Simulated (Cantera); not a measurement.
Mixture: CO : H2 : CH4 : O2 : N2 = 1 : 0.21 : 0.44 : 0.928 : 5.57 (molar parts), at 18.0 bar, adiabatic and at constant pressure. Ignition delay is the time to a rise of 400 K.

Model: GRI-Mech 3.0 (53 species, 325 reactions), integrated in Cantera. The pressure lies above the range GRI-Mech 3.0 was tuned for (to about 10 atm). Below about 1000 K GRI-Mech 3.0 lacks low-temperature oxidation paths.

Q: Predict: delay at 975 K; delay at 1125 K; delay at 1275 K; delay at 1425 K; delay at 1575 K; apparent activation energy between 1425 and 1575 K.

A: 
| Property | Result |
|---|---|
| delay at 975 K | 11.7 ms |
| delay at 1125 K | 0.884 ms |
| delay at 1275 K | 0.223 ms |
| delay at 1425 K | 79.0 µs |
| delay at 1575 K | 29.6 µs |
| apparent activation energy between 1425 and 1575 K | 120 kJ/mol |
